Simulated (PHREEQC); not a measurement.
Consider water at 25 °C with 3.9 mmol/kgw CaCl2, 0.38 mmol/kgw Na2HPO4 and 150 mmol/kgw NaCl. Closed to the air; pH follows from the charge balance.

All values are PHREEQC results (ion-association model, phreeqc.dat), not measurements.

pH: 7.98
ionic strength: 0.163 mol/kgw
specific conductance: 16000 µS/cm
density: 1.004 g/cm³
total alkalinity: 0.380 meq/kg

```json
[
 {"species": "Cl-", "molality": "0.158", "activity": "0.115", "log γ": "-0.136"},
 {"species": "Na+", "molality": "0.151", "activity": "0.114", "log γ": "-0.120"},
 {"species": "Ca+2", "molality": "0.00382", "activity": "0.00130", "log γ": "-0.468"},
 {"species": "HPO4-2", "molality": "0.000261", "activity": "8.35e-5", "log γ": "-0.495"},
 {"species": "CaHPO4", "molality": "5.74e-5", "activity": "5.96e-5", "log γ": "0.016"},
 {"species": "NaHPO4-", "molality": "2.45e-5", "activity": "1.86e-5", "log γ": "-0.120"},
 {"species": "H2PO4-", "molality": "1.86e-5", "activity": "1.41e-5", "log γ": "-0.120"},
 {"species": "CaPO4-", "molality": "1.78e-5", "activity": "1.35e-5", "log γ": "-0.120"},
 {"species": "OH-", "molality": "1.33e-6", "activity": "9.62e-7", "log γ": "-0.140"},
 {"species": "CaH2PO4+", "molality": "6.18e-7", "activity": "4.69e-7", "log γ": "-0.120"},
 {"species": "PO4-3", "molality": "5.83e-8", "activity": "3.60e-9", "log γ": "-1.210"},
 {"species": "CaOH+", "molality": "2.72e-8", "activity": "2.05e-8", "log γ": "-0.122"},
 {"species": "H+", "molality": "1.30e-8", "activity": "1.05e-8", "log γ": "-0.094"}
]
```

This is a speciation only: nothing precipitates in the calculation. Saturation is exceeded, for instance for Hydroxyapatite; the values hold only as long as no solid forms. Complexes and solids missing from the database can't appear.
